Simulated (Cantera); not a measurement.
**Catalytic combustion on Pt**

An isothermal plug-flow reactor at 648 K and 2.90 bar (inlet), inlet velocity 4.3 m/s, active area per volume 950 1/m; feed 0.290 % H2, 15.0 % O2, 79.0 % N2, 5.70 % H2O, equivalence ratio 0.0097.

Computed with Cantera and Deutschmann's 1995 Pt surface mechanism with GRI-Mech 3.0 gas chemistry. Catalytic surfaces can have several steady states; this one follows from the mechanism file's or the stated starting coverage. Mass transfer to the wall is taken as infinitely fast.

| z (m) | x H2 | x O2 | x H2O | θ free Pt | θ O* | θ OH* |
|---|---|---|---|---|---|---|
| 8e-05 | 0.00285 | 0.150 | 0.0571 | 0.0326 | 0.947 | 0.0207 |
| 0.00016 | 0.00280 | 0.150 | 0.0571 | 0.0321 | 0.947 | 0.0205 |
| 0.0003 | 0.00272 | 0.150 | 0.0572 | 0.0311 | 0.949 | 0.0202 |
| 0.00058 | 0.00257 | 0.150 | 0.0574 | 0.0294 | 0.951 | 0.0197 |
| 0.0011 | 0.00232 | 0.150 | 0.0576 | 0.0267 | 0.954 | 0.0188 |
| 0.0022 | 0.00194 | 0.150 | 0.0580 | 0.0223 | 0.960 | 0.0173 |
| 0.0042 | 0.00149 | 0.149 | 0.0585 | 0.0172 | 0.968 | 0.0153 |
| 0.008 | 0.00103 | 0.149 | 0.0589 | 0.0120 | 0.975 | 0.0128 |
x: gas mole fraction; θ: surface coverage.
